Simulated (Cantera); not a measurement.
Ignition delay

Mixture: CH4 : C2H6 : O2 : N2 : CO2 = 1 : 0.082 : 1.2 : 6.26 : 0.22 (molar parts), equivalence ratio 1.9, at 3.36 atm, adiabatic and at constant volume. Ignition delay is the time to a rise of 400 K.

Computed with Cantera and GRI-Mech 3.0 (53 species, 325 reactions).

```
T0 (K)  delay (ms)
------  ----------
1073          18.0
1148          7.56
1223          3.50
1298          1.66
1373         0.794
1448         0.379
1523         0.185
```

The apparent activation energy between 1373 and 1523 K is 170 kJ/mol.
